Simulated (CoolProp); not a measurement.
Saturated liquid density (kg/m³) of R1123: the reference equation beside estimates from Tc = 331.7 K, pc = 4.549 MPa, ω = 0.243.

Model: reference Helmholtz-energy equation of state, Akasaka 2020, in CoolProp.

```tsv
T (K)	reference	Redlich-Kwong	Peng-Robinson
246.2	1230	1067	1260
251.3	1211	1046	1238
256.4	1192	1025	1215
261.5	1172	1003	1190
266.6	1151	979.6	1164
271.7	1130	955.5	1137
276.8	1107	930.3	1108
281.9	1083	903.9	1077
286.9	1059	876.7	1044
292	1032	847.2	1009
297.1	1004	815.9	970.6
302.2	973.1	782.3	928.9
```

Absolute difference from the reference over all 12 rows, mean and median: Redlich-Kwong 16.0 and 15.7 %, Peng-Robinson 1.8 and 1.7 %.
